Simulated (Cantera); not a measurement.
A closed system holds: 1 mol HMDSO, 0.34 mol O2, 7.4 mol N2, 0.4 mol NO, held at 0.00133 bar.

These are equilibrium values from Cantera (NASA tables, ideal gas, pure condensed phases), not measurements of a reactor. Candidate condensed phases: C, C6H6, C7H8, C8H18, H2O, Si, SiC, SiO2, Si2N2O, Si3N4; 151 gas species. The feed counts by its element totals alone. Mutual solubility and eutectic melting of coexisting phases are not modelled. Equilibrium is a limit: real reactors are often held back by kinetics, nucleation or transport.

x: gas mole fraction; n: condensed amount in mol.

```
T (K)   x H2   x N2      x CO     x CH4    x H2O    x HCN  n C(graphite)  n SiO2(α-quartz)  n Si2N2O(s)  n SiO2(β-quartz)
-----  -----  -----  --------  --------  -------  -------  -------------  ----------------  -----------  ----------------
748    0.562  0.437   1.68e-5   0.00139  1.21e-6  1.15e-8           5.98             0.720        0.640                 0
773    0.563  0.436   4.28e-5  0.000894  1.53e-6  2.30e-8           5.99             0.720        0.640                 0
798    0.563  0.436         ?         ?        ?        ?           5.99             0.719        0.641                 0
823    0.563  0.436  0.000234  0.000395  2.33e-6  8.15e-8           5.99             0.717        0.641                 0
848    0.563  0.436  0.000507  0.000271  2.81e-6  1.45e-7           5.99                 0        0.643             0.715
873    0.563  0.436   0.00105  0.000190  3.35e-6  2.49e-7           5.98                 0        0.646             0.709
898    0.563  0.435   0.00208  0.000135  3.94e-6  4.15e-7           5.96                 0        0.651             0.698
923    0.562  0.434         ?         ?        ?        ?           5.94                 0        0.661             0.678
948    0.561  0.432   0.00730   7.20e-5  5.29e-6  1.06e-6           5.88                 0        0.679             0.642
973    0.559  0.428    0.0130   5.35e-5  6.03e-6  1.63e-6           5.79                 0        0.710             0.580
998    0.555  0.422    0.0225   4.01e-5  6.79e-6  2.43e-6           5.64                 0        0.761             0.477
1023   0.550  0.413    0.0376   3.02e-5  7.55e-6  3.54e-6           5.38                 0        0.845             0.309
```

**Question.** Some entries are withheld; supply them.

**Answer.** 
- 923, x CO: 0.00396
- 923, x CH4: 9.81e-5
- 923, x H2O: 4.59e-6
- 923, x HCN: 6.73e-7
- 798, x CO: 0.000103
- 798, x CH4: 0.000587
- 798, x H2O: 1.90e-6
- 798, x HCN: 4.42e-8
